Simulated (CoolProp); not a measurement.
A single-stage vapour-compression cycle with R507A: evaporating at 263.15 K (dew point), condensing at 315.15 K (bubble point), superheat 8 K, subcooling 8 K, compressor efficiency 0.9, no pressure losses. Each further row changes one setting.

Computed with CoolProp (reference Helmholtz-energy equation of state, Lemmon 2003). It is a pseudo-pure fit of the blend.

```csv
case,cooling COP,pressure ratio,discharge temperature (K),refrigerating effect (kJ/kg),volumetric capacity (kJ/m³)
as stated,___,4.36,330.6,115,2540
evaporating temperature 268.15 K,3.98,3.69,329.8,117,___
condensing temperature 310.15 K,3.98,3.87,___,122,___
subcooling 13 K,3.66,4.36,330.6,122,___
superheat 18 K,___,4.36,___,124,2600
compressor efficiency 0.8,___,4.36,334.0,115,2540
```

Problem. Fill in the missing entries.

Solution. 
- as stated, cooling COP: 3.43
- evaporating temperature 268.15 K, volumetric capacity (kJ/m³): 3070
- condensing temperature 310.15 K, discharge temperature (K): 325.0
- condensing temperature 310.15 K, volumetric capacity (kJ/m³): 2710
- subcooling 13 K, volumetric capacity (kJ/m³): 2720
- superheat 18 K, cooling COP: 3.49
- superheat 18 K, discharge temperature (K): 339.8
- compressor efficiency 0.8, cooling COP: 3.05
